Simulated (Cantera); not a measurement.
Mixture: 39.6 % CO, 4.75 % H2, 11.7 % O2, 44.0 % N2, at 45000 Pa, adiabatic and at constant pressure. Ignition delay is the time to a rise of 400 K.

Model: GRI-Mech 3.0 (53 species, 325 reactions), integrated in Cantera. Where the delays flatten at high temperature, the 400 K rule measures the pace of heat release, not the induction time.

**Question.** Predict: delay at 1048 K; delay at 1248 K; delay at 1448 K; delay at 1648 K; delay at 1848 K.

**Answer.** 
```
Quantity            Value
---------------  --------
delay at 1048 K  0.504 ms
delay at 1248 K  0.212 ms
delay at 1448 K  0.170 ms
delay at 1648 K  0.192 ms
delay at 1848 K  0.239 ms
```
